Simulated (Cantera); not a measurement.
Gas-phase reforming

A perfectly stirred reactor is fed with 39.5 % CH4, 47.4 % CO2, 13.0 % H2, at 0.642 atm; it is held at 2075 K, and followed from long to short residence time.

Cantera simulation using GRI-Mech 3.0 (53 species, 325 reactions); the numbers are that mechanism's predictions, not measurements.

```tsv
τ (s)	x CH4	x CO2	x H2	x H	x CH2	x HO2
0.52	0.00254	0.0100	0.463	0.00221	1.51e-6	3.54e-12
0.21	0.00415	0.0127	0.451	0.00216	2.50e-6	5.41e-12
0.083	0.00661	0.0174	0.431	0.00208	4.05e-6	9.49e-12
0.033	0.0102	0.0254	0.402	0.00196	6.37e-6	1.78e-11
0.013	0.0157	0.0388	0.365	0.00180	9.78e-6	3.34e-11
0.0053	0.0241	0.0611	0.327	0.00161	1.41e-5	5.65e-11
0.0021	0.0394	0.102	0.298	0.00140	1.88e-5	8.16e-11
0.00086	0.0671	0.169	0.290	0.00124	2.22e-5	9.33e-11
0.00034	0.117	0.261	0.291	0.00111	2.41e-5	8.60e-11
```
x: mole fraction; the columns are a selection and need not sum to one.
